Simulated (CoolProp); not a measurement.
Saturation properties of n-decane (Tc = 344.5 °C, pc = 21.01 bar, ω = 0.488).

Values from CoolProp's reference Helmholtz-energy equation of state, Lemmon 2006. It is a short technical equation, of lower accuracy than the large ones.

```json
[
 {"T (°C)": "12.95", "p (bar)": "0.0007550", "enthalpy of vaporisation (kJ/kg)": "367.8", "liquid cp (kJ/(kg K))": "2.149", "vapour Z": "0.9997", "vapour viscosity (µPa s)": "5.07"},
 {"T (°C)": "38.65", "p (bar)": "0.004477", "enthalpy of vaporisation (kJ/kg)": "353.5", "liquid cp (kJ/(kg K))": "2.244", "vapour Z": "0.9989", "vapour viscosity (µPa s)": "___"},
 {"T (°C)": "64.25", "p (bar)": "0.01902", "enthalpy of vaporisation (kJ/kg)": "339.5", "liquid cp (kJ/(kg K))": "2.345", "vapour Z": "___", "vapour viscosity (µPa s)": "5.93"},
 {"T (°C)": "89.85", "p (bar)": "0.06298", "enthalpy of vaporisation (kJ/kg)": "325.6", "liquid cp (kJ/(kg K))": "2.450", "vapour Z": "0.9914", "vapour viscosity (µPa s)": "___"},
 {"T (°C)": "115.55", "p (bar)": "0.1724", "enthalpy of vaporisation (kJ/kg)": "___", "liquid cp (kJ/(kg K))": "2.559", "vapour Z": "0.9819", "vapour viscosity (µPa s)": "6.78"},
 {"T (°C)": "141.15", "p (bar)": "0.4035", "enthalpy of vaporisation (kJ/kg)": "296.7", "liquid cp (kJ/(kg K))": "2.668", "vapour Z": "0.9667", "vapour viscosity (µPa s)": "7.19"},
 {"T (°C)": "166.75", "p (bar)": "0.8369", "enthalpy of vaporisation (kJ/kg)": "281.1", "liquid cp (kJ/(kg K))": "2.779", "vapour Z": "___", "vapour viscosity (µPa s)": "7.59"},
 {"T (°C)": "192.45", "p (bar)": "1.580", "enthalpy of vaporisation (kJ/kg)": "___", "liquid cp (kJ/(kg K))": "2.894", "vapour Z": "___", "vapour viscosity (µPa s)": "8.01"},
 {"T (°C)": "218.05", "p (bar)": "2.751", "enthalpy of vaporisation (kJ/kg)": "245.4", "liquid cp (kJ/(kg K))": "3.013", "vapour Z": "0.8721", "vapour viscosity (µPa s)": "8.46"},
 {"T (°C)": "243.65", "p (bar)": "___", "enthalpy of vaporisation (kJ/kg)": "224.1", "liquid cp (kJ/(kg K))": "3.144", "vapour Z": "0.8190", "vapour viscosity (µPa s)": "8.98"}
]
```

**Question.** Fill in the missing entries.

**Answer.** 
- 38.65, vapour viscosity (µPa s): 5.50
- 64.25, vapour Z: 0.9965
- 89.85, vapour viscosity (µPa s): 6.36
- 115.55, enthalpy of vaporisation (kJ/kg): 311.4
- 166.75, vapour Z: 0.9443
- 192.45, enthalpy of vaporisation (kJ/kg): 264.1
- 192.45, vapour Z: 0.9132
- 243.65, p (bar): 4.499

It boils at 174.1 °C under 1 atm.

Viscosity comes from a separate model (Huber 2004).
